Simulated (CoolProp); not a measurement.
Aqueous potassium formate as a coolant, 33 % by mass, freezing at -24.8 °C, 1 atm.

The numbers come from the Melinder's fits for secondary coolants in CoolProp.

```
T (°C)  cp (kJ/(kg K))  viscosity (mPa s)  conductivity (W/(m K))  Prandtl number
------  --------------  -----------------  ----------------------  --------------
-4.9             3.014         (withheld)                   0.504      (withheld)
-0.7             3.021               2.86                   0.509            17.0
3.5              3.029               2.55                   0.514            15.0
7.7              3.036               2.29                   0.519            13.4
11.9             3.044               2.08                   0.525            12.1
16.1             3.051               1.90                   0.530      (withheld)
20.3             3.058               1.74              (withheld)            9.95
24.5             3.066         (withheld)                   0.540            9.11
28.7             3.073               1.49                   0.545            8.39
32.9             3.081         (withheld)                   0.550            7.75
37.1             3.089               1.29                   0.555            7.18
```

Fill in the missing entries.


- -4.9, viscosity (mPa s): 3.24
- -4.9, Prandtl number: 19.4
- 16.1, Prandtl number: 10.9
- 20.3, conductivity (W/(m K)): 0.535
- 24.5, viscosity (mPa s): 1.60
- 32.9, viscosity (mPa s): 1.38
